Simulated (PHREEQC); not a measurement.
**Metal-bearing waste water (model solution)**

A solution holds 0.015 mol/kgw ZnSO4, 0.00019 mol/kgw ZnCl2 and 0.00028 mol/kgw NaF, at 65 °C. Closed to the air; pH follows from the charge balance.

Equilibrium calculation in PHREEQC: ion-association model, wateq4f.dat.

Each row changes one thing in this solution. Precipitation was switched off in this run.

```
case                                            pH  ionic strength (mol/kgw)  Zn+2 (mol/kgw)  SO4-2 (mol/kgw)  ZnSO4 (mol/kgw)  Cl- (mol/kgw)  SI of Zincite(c) (ZnO)  SI of Goslarite (ZnSO4:7H2O)
--------------------------------------------  ----  ------------------------  --------------  ---------------  ---------------  -------------  ----------------------  ----------------------------
as made                                       5.28                    0.0367         0.00912          0.00866          0.00569       0.000359                   -1.03                         -3.06
diluted 2-fold with water                     5.32                    0.0204         0.00507          0.00492          0.00242       0.000183                       ?                         -3.43
diluted 100-fold with water                   5.84                  0.000586        0.000145         0.000145          5.11e-6        3.79e-6                   -1.45                         -6.11
NaF left out                                  5.23                    0.0364         0.00913                ?          0.00571       0.000359                   -1.14                         -3.05
0.00039 mol/kgw Ag2SO4 added                  5.28                    0.0373         0.00906          0.00890          0.00575       0.000251                   -1.03                         -3.05
ZnSO4 from 0.015 to 0.0015 mol/kgw            5.54                   0.00573         0.00140          0.00122                ?       0.000375                   -1.16                         -4.38
ZnCl2 replaced by AlCl3 at the same molality  4.74                    0.0367         0.00901          0.00869          0.00564       0.000539                   -2.12                         -3.06
```

### Question
Fill in the missing entries.

### Answer

- diluted 2-fold with water, SI of Zincite(c) (ZnO): -1.15
- NaF left out, SO4-2 (mol/kgw): 0.00865
- ZnSO4 from 0.015 to 0.0015 mol/kgw, ZnSO4 (mol/kgw): 0.000269

Complexes and solids missing from the database can't appear. Some of these states are supersaturated (in Cerargyrite, Boehmite (slow to form), Gibbsite (slow to form), for instance). Constants without temperature data keep their 25 °C values here.
